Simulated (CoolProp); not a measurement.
Model: reference Helmholtz-energy equation of state, Span 1996, in CoolProp.

### Question
For carbon dioxide, give the phase and the density (kg/m³), cp (kJ/(kg K)), cv (kJ/(kg K)), Prandtl number at 296.4 K and 28.6 MPa.

### Answer
- 296.4 K and 28.6 MPa: liquid; density 967, cp 1.93, cv 0.918, Prandtl number 1.80

Viscosity comes from a separate model (Laesecke 2017). Thermal conductivity comes from a separate model (Huber 2016).
